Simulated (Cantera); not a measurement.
An isothermal, constant-pressure homogeneous reactor starts with 2.78 % C3H8, 97.2 % H2, at 1973 K and 143 Torr.

Model: GRI-Mech 3.0 (53 species, 325 reactions), integrated in Cantera. GRI-Mech 3.0 was tuned for natural gas; its chemistry of propane as a main component is partial and can be far from experiment. GRI-Mech 3.0 stops at C3 and has no aromatics, soot or wall deposition, so with more carbon than oxygen in the feed, carbon stays in small species such as C2H2 where larger ones or solid carbon would form.

x: mole fraction; the columns are a selection and need not sum to one.

```csv
t (s),x C3H8,x H2,x C2H4,x C2H,x CH2,x CH3
4.00e-6,0.0122,0.953,0.00882,1.43e-8,…,0.00881
2.00e-5,3.31e-6,0.932,0.00921,1.64e-6,…,0.00598
0.000100,9.87e-9,0.937,0.000896,1.73e-6,…,0.00327
0.000504,3.14e-9,0.941,0.000213,1.23e-6,…,0.00191
0.00252,1.10e-9,0.946,0.000129,1.34e-6,…,0.00132
0.0126,9.05e-11,0.953,6.48e-5,1.74e-6,…,0.000579
0.0634,1.71e-12,0.957,5.39e-5,2.00e-6,…,0.000146
0.318,<1e-12,0.958,5.40e-5,2.06e-6,…,4.48e-5
1.59,<1e-12,0.958,5.41e-5,2.06e-6,1.59e-7,3.93e-5
7.98,<1e-12,0.958,5.41e-5,2.06e-6,1.59e-7,3.93e-5
40.0,<1e-12,0.958,5.41e-5,2.06e-6,1.59e-7,3.93e-5
```

### Question
Complete the blanks.

### Answer

- 4.00e-6, x CH2: 1.79e-5
- 2.00e-5, x CH2: 3.69e-5
- 0.000100, x CH2: 1.39e-5
- 0.000504, x CH2: 5.88e-6
- 0.00252, x CH2: 4.03e-6
- 0.0126, x CH2: 2.05e-6
- 0.0634, x CH2: 5.75e-7
- 0.318, x CH2: 1.82e-7
